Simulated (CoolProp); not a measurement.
Vapour-liquid equilibrium of carbon dioxide (1) + CHF3 (R23) (2) at 9.11 bar; x and y are mole fractions of (1).

Values from CoolProp's multi-fluid Helmholtz-energy mixture model, Span 1996 and Penoncello 2003; pair parameters Bell 2016.

| x | bubble temperature (K) | y at the bubble point | dew temperature at overall composition x (K) | liquid density (mol/L) |
|---|---|---|---|---|
| 0.05 | 239.4 | 0.072 | 239.6 | 17.95 |
| 0.125 | 238.2 | 0.173 | 238.8 | 18.42 |
| 0.2 | 237.1 | 0.267 | 237.9 | 18.91 |
| 0.275 | 236.1 | 0.354 | 237.0 | 19.42 |
| 0.35 | 235.1 | 0.434 | 236.1 | 19.94 |
| 0.425 | 234.3 | 0.509 | 235.3 | 20.48 |
| 0.5 | 233.5 | 0.579 | 234.4 | 21.05 |
| 0.575 | 232.9 | 0.645 | 233.6 | 21.64 |
| 0.65 | 232.3 | 0.708 | 232.8 | 22.26 |
| 0.725 | 231.8 | 0.769 | 232.1 | 22.91 |
| 0.8 | 231.3 | 0.830 | 231.5 | 23.59 |
| 0.875 | 231.0 | 0.891 | 231.1 | 24.31 |
| 0.95 | 230.7 | 0.955 | 230.7 | 25.07 |

No azeotrope shows between x = 0.05 and 0.95.

The pair parameters rest on a limited set of measurements; away from them the model extrapolates.
